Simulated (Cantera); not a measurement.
Charge: 1 mol SiH2Cl2, 0.068 mol C3H8, 5.9 mol H2, 4.9 mol HCl, at 760 Pa.

Method: chemical equilibrium by Gibbs-energy minimisation in Cantera with the NASA 1993 tables (ideal gas, pure condensed phases). Candidate condensed phases: C, C6H6, C7H8, C8H18, Si, SiC; 109 gas species. Gases not in the tables: Si2H6 and higher silanes. Rates play no part.

Which condensed phases are stable at each of these points (T (°C)): 1502, 1602, 1702, 1802, 1902, 2002, 2102, 2202?


| T (°C) | condensed phases | Si condensed (%) |
|---|---|---|
| 1502 | SiC(s) | 20.4 |
| 1602 | SiC(s) | 20.3 |
| 1702 | SiC(s) | 20.0 |
| 1802 | SiC(s) | 19.1 |
| 1902 | C(graphite) + SiC(s) | 15.6 |
| 2002 | C(graphite) | 0.0 |
| 2102 | C(graphite) | 0.0 |
| 2202 | gas only | 0.0 |

From 1502 °C to 1802 °C the condensed part is SiC(s). At 1902 °C the condensed part is C(graphite) + SiC(s). From 2002 °C to 2102 °C the condensed part is C(graphite). At 2202 °C nothing is condensed.
